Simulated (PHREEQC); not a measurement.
**Brine (model solution)**

A solution holds 0.39 mol/kgw Na2SO4, 0.0016 mol/kgw Na2B4O7 and 0.405 mol/kgw MgCl2, at 45 °C. Closed to the air; pH follows from the charge balance.

Model: Pitzer model, pitzer.dat, run in PHREEQC.

```json
{
  "pH": "8.32",
  "ionic_strength": "2.38 mol/kgw",
  "activity_of_water": "0.964",
  "density": "1.065 g/cm³",
  "osmotic_coefficient": "0.839",
  "total_alkalinity": "3.20 meq/kg"
}
```

| species | molality | activity | log γ |
|---|---|---|---|
| Cl- | 0.810 | 0.470 | -0.237 |
| Na+ | 0.783 | 0.530 | -0.169 |
| Mg+2 | 0.404 | 0.0673 | -0.778 |
| SO4-2 | 0.390 | 0.0133 | -1.467 |
| B(OH)3 | 0.00341 | 0.00349 | 0.010 |
| B(OH)4- | 0.00173 | 0.000410 | -0.627 |
| MgB(OH)4+ | 0.00125 | 0.000691 | -0.257 |
| MgOH+ | 0.000188 | 0.000109 | -0.237 |
| OH- | 2.63e-5 | 8.20e-6 | -0.507 |

This is a speciation only: nothing precipitates in the calculation. In brines, pH and single-ion activities rest on the MacInnes convention. At this temperature some constants are extrapolated from 25 °C, and those without enthalpy data are left unchanged.
